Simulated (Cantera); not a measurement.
An adiabatic, constant-pressure homogeneous reactor starts with CO : H2 : CH4 : O2 : N2 = 1 : 0.13 : 0.29 : 0.881 : 7.22 (molar parts), equivalence ratio 1.3, at 1750 K and 910000 Pa.

Computed with Cantera and GRI-Mech 3.0 (53 species, 325 reactions).

**Question.** Predict: time of steepest temperature rise; temperature at 0.300 s; equilibrium temperature; x(CO) at 0.300 s; x(H2) at 0.300 s; x(N2O) at 0.300 s; x(NO) at 0.300 s.

**Answer.** 
```json
{
 "time_of_steepest_temperature_rise": "18.7 µs",
 "temperature at 0.300 s": "2728 K",
 "equilibrium_temperature": "2728 K",
 "x(CO) at 0.300 s": "0.0597 (gas-phase equilibrium 0.0597)",
 "x(H2) at 0.300 s": "0.00734 (gas-phase equilibrium 0.00734)",
 "x(N2O) at 0.300 s": "5.91e-7 (gas-phase equilibrium 5.91e-7)",
 "x(NO) at 0.300 s": "0.00354 (gas-phase equilibrium 0.00354)"
}
```
